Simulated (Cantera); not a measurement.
Charge: 1 mol Si3N4, 8.3 mol H2O, 27 mol N2, a varied amount of F2, held at 1677 °C and 0.133 bar.

These are equilibrium values from Cantera (NASA tables, ideal gas, pure condensed phases), not measurements of a reactor. Candidate condensed phases: H2O, Si, SiO2, Si2N2O, Si3N4; 58 gas species. The tables' values for SiF3 are old estimates; treat these amounts as uncertain. The tables hold silica as quartz up to 1696 K and as liquid above; real silica turns to tridymite and cristobalite and melts near 1996 K. Equilibrium is a limit: real reactors are often held back by kinetics, nucleation or transport.

x: gas mole fraction; n: condensed amount in mol.

```json
[
 {"n(F2) (mol)": "1.5", "x N2": "0.747", "x HF": "0.0772", "x H2": "0.115", "x H2O": "0.0597", "x O2": "7.76e-8", "x SiF4": "9.24e-6", "n SiO2(condensed)": "2.98"},
 {"n(F2) (mol)": "1.8", "x N2": "0.741", "x HF": "0.0919", "x H2": "0.106", "x H2O": "0.0592", "x O2": "8.90e-8", "x SiF4": "1.88e-5", "n SiO2(condensed)": "2.98"},
 {"n(F2) (mol)": "2.2", "x N2": "0.734", "x HF": "0.111", "x H2": "0.0953", "x H2O": "0.0586", "x O2": "1.09e-7", "x SiF4": "4.11e-5", "n SiO2(condensed)": "2.98"},
 {"n(F2) (mol)": "2.7", "x N2": "0.724", "x HF": "0.134", "x H2": "0.0817", "x H2O": "0.0580", "x O2": "1.45e-7", "x SiF4": "9.02e-5", "n SiO2(condensed)": "2.98"},
 {"n(F2) (mol)": "3.3", "x N2": "0.714", "x HF": "0.162", "x H2": "0.0658", "x H2O": "0.0573", "x O2": "2.18e-7", "x SiF4": "0.000193", "n SiO2(condensed)": "2.98"},
 {"n(F2) (mol)": "4", "x N2": "0.702", "x HF": "0.192", "x H2": "0.0479", "x H2O": "0.0567", "x O2": "4.03e-7", "x SiF4": "0.000392", "n SiO2(condensed)": "2.97"},
 {"n(F2) (mol)": "4.8", "x N2": "0.689", "x HF": "0.225", "x H2": "0.0282", "x H2O": "0.0563", "x O2": "1.15e-6", "x SiF4": "0.000749", "n SiO2(condensed)": "2.96"},
 {"n(F2) (mol)": "5.8", "x N2": "0.674", "x HF": "0.264", "x H2": "0.00479", "x H2O": "0.0560", "x O2": "3.93e-5", "x SiF4": "0.00143", "n SiO2(condensed)": "2.94"},
 {"n(F2) (mol)": "7", "x N2": "0.649", "x HF": "0.295", "x H2": "0.000201", "x H2O": "0.0382", "x O2": "0.0104", "x SiF4": "0.00479", "n SiO2(condensed)": "2.79"},
 {"n(F2) (mol)": "8.5", "x N2": "0.624", "x HF": "0.309", "x H2": "8.08e-5", "x H2O": "0.0241", "x O2": "0.0257", "x SiF4": "0.0144", "n SiO2(condensed)": "___"},
 {"n(F2) (mol)": "10", "x N2": "0.602", "x HF": "0.309", "x H2": "4.76e-5", "x H2O": "0.0178", "x O2": "0.0401", "x SiF4": "0.0268", "n SiO2(condensed)": "___"},
 {"n(F2) (mol)": "12", "x N2": "0.577", "x HF": "0.304", "x H2": "2.98e-5", "x H2O": "0.0134", "x O2": "0.0581", "x SiF4": "0.0437", "n SiO2(condensed)": "___"}
]
```

Problem. Some entries are withheld; supply them.

Solution. 
- 8.5, n SiO2(condensed): 2.33
- 10, n SiO2(condensed): 1.71
- 12, n SiO2(condensed): 0.804
